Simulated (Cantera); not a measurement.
A perfectly stirred reactor is fed with H₂ : O₂ : N₂ = 1 : 0.294 : 1.76 (molar parts), equivalence ratio 1.7, at 5.00 bar; it is adiabatic with a 823 K inlet, and is followed from long to short residence time, starting on the burning branch (τ in s: 0.068, 0.029, 0.012, 0.0052, 0.0022, 0.00093, 0.00039, 0.00017, 7e-05, 3e-05, 1.3e-05).

Cantera simulation using GRI-Mech 3.0 (53 species, 325 reactions); the numbers are that mechanism's predictions, not measurements. The hydrogen kinetics of GRI-Mech 3.0 are dated; newer H2 mechanisms differ, most at raised pressure.

Task: Predict: blow-out, bracketed by the residence times tried; x(H₂) at τ = 68.0 ms; x(O₂) at τ = 68.0 ms; x(H₂O₂) at τ = 68.0 ms; x(H) at τ = 68.0 ms; x(O) at τ = 68.0 ms; x(H₂) at τ = 0.930 ms; x(O₂) at τ = 0.930 ms; x(H₂O₂) at τ = 0.930 ms; x(H) at τ = 0.930 ms; x(O) at τ = 0.930 ms.

Result: 
```json
{
 "blow_out_bracketed_by_the_residence_times_tried": "burning at 13.0 µs, the shortest tried",
 "x(H₂) at τ = 68.0 ms": "0.149",
 "x(O₂) at τ = 68.0 ms": "1.27e-5",
 "x(H₂O₂) at τ = 68.0 ms": "3.36e-9",
 "x(H) at τ = 68.0 ms": "0.00148",
 "x(O) at τ = 68.0 ms": "2.16e-6",
 "x(H₂) at τ = 0.930 ms": "0.146",
 "x(O₂) at τ = 0.930 ms": "0.000214",
 "x(H₂O₂) at τ = 0.930 ms": "6.53e-8",
 "x(H) at τ = 0.930 ms": "0.00713",
 "x(O) at τ = 0.930 ms": "5.04e-5"
}
```
